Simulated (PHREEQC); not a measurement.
A made-up water analysis in mg/L, 25 °C, pH 1.83, pe 10.3:

| constituent | mg/L |
|---|---|
| Na | 79.8 |
| K | 103 |
| Ca | 565 |
| Mg | 88.2 |
| Cl | 390 |
| S(6) as SO4 | 2860 |
| Fe(3) | 0.245 |
| Cu(2) | 58.8 |

Cl is adjusted to close the charge balance.
Valence states are taken as typed.

All values are PHREEQC results (ion-association model, phreeqc.dat), not measurements.

This is a speciation only: nothing precipitates in the calculation.

**Question.** Order these Cu species by the share of Cu that they hold, largest first: Cu+2, CuCl+, CuSO4.

**Answer.** Cu+2 (67 %), CuSO4 (32 %), CuCl+ (0.93 %)

The pH is 1.83 and the ionic strength 0.0757 mol/kgw. The solution is supersaturated, for example in Hematite (slow to form), so a real one may precipitate; this is no full list. Species that the database lacks are ignored.
